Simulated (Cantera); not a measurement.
Source: NASA polynomial tables (part measured, part estimated), evaluated in Cantera. Values are per mole of reaction as written; species without (g) are pure solids or liquids, kept so even where they would boil at 1 bar. VN: taken at fixed stoichiometry.

2 VN + 8 V2O5 → 9 V2O4 + 2 NO2(g), with ΔH° = 62.8 kJ and ΔS° = 292.8 J/K at 300 K.

Question: How far is the shortcut ΔG° ≈ ΔH°(300 K) − T·ΔS°(300 K) from the full temperature-dependent value at 600, 625, 650, 675, 700, 725, 750 K?

Answer: 
```json
[
 {"T (K)": "600", "shortcut (kJ)": "-112.9", "full (kJ)": "-174.7", "difference (kJ)": "61.8", "difference in log10 K": "-5.38"},
 {"T (K)": "625", "shortcut (kJ)": "-120.2", "full (kJ)": "-187.9", "difference (kJ)": "67.7", "difference in log10 K": "-5.66"},
 {"T (K)": "650", "shortcut (kJ)": "-127.5", "full (kJ)": "-201.1", "difference (kJ)": "73.5", "difference in log10 K": "-5.91"},
 {"T (K)": "675", "shortcut (kJ)": "-134.9", "full (kJ)": "-214.2", "difference (kJ)": "79.4", "difference in log10 K": "-6.14"},
 {"T (K)": "700", "shortcut (kJ)": "-142.2", "full (kJ)": "-227.4", "difference (kJ)": "85.2", "difference in log10 K": "-6.36"},
 {"T (K)": "725", "shortcut (kJ)": "-149.5", "full (kJ)": "-240.5", "difference (kJ)": "91.0", "difference in log10 K": "-6.56"},
 {"T (K)": "750", "shortcut (kJ)": "-156.8", "full (kJ)": "-253.7", "difference (kJ)": "96.8", "difference in log10 K": "-6.74"}
]
```
The shortcut ignores the heat-capacity change of the reaction.
